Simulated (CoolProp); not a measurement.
Vapour-liquid equilibrium of R134a (1) + R1234ze(E) (2) at 0.653 bar; x and y are mole fractions of (1).

Values from CoolProp's multi-fluid Helmholtz-energy mixture model, Tillner-Roth 1994 and Thol 2016; pair parameters Bell 2022.

```tsv
x	bubble temperature (K)	y at the bubble point	dew temperature at overall composition x (K)	liquid density (mol/L)
0.05	243.8	0.082	244.1	11.67
0.15	242.5	0.220	243.2	11.88
0.25	241.6	0.336	242.3	12.09
0.35	240.8	0.437	241.4	12.30
0.45	240.1	0.530	240.7	12.51
0.55	239.5	0.617	240.0	12.72
0.65	239.1	0.702	239.4	12.94
0.75	238.7	0.786	238.8	13.17
0.85	238.3	0.870	238.4	13.40
0.95	238.0	0.956	238.0	13.64
```

No azeotrope shows between x = 0.05 and 0.95.

Pair parameters are fitted to limited data, so mixtures are less certain than the pure fluids.
